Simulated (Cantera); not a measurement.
An isothermal, constant-pressure homogeneous reactor starts with 10.6 % C3H8, 89.4 % H2, at 1700 K and 20.0 Torr.

Detailed kinetics in Cantera: GRI-Mech 3.0 (53 species, 325 reactions). GRI-Mech 3.0 was tuned for natural gas; its chemistry of propane as a main component is partial and can be far from experiment. GRI-Mech 3.0 stops at C3 and has no aromatics, soot or wall deposition, so with more carbon than oxygen in the feed, carbon stays in small species such as C2H2 where larger ones or solid carbon would form. Radical loss at walls, strong at low pressure, is not modelled.

Predict: x(H2) at 10.0 s; x(CH4) at 10.0 s; x(C2H4) at 10.0 s; x(C2H6) at 10.0 s; x(C2H2) at 10.0 s; x(C2H) at 10.0 s.


```json
{
  "x(H2) at 10.0 s": "0.877 (gas-phase equilibrium 0.878)",
  "x(CH4) at 10.0 s": "0.00156 (gas-phase equilibrium 0.000965)",
  "x(C2H4) at 10.0 s": "0.000136 (gas-phase equilibrium 0.000136)",
  "x(C2H6) at 10.0 s": "1.41e-8 (gas-phase equilibrium 7.19e-9)",
  "x(C2H2) at 10.0 s": "0.120 (gas-phase equilibrium 0.120)",
  "x(C2H) at 10.0 s": "6.50e-7 (gas-phase equilibrium 6.52e-7)"
}
```
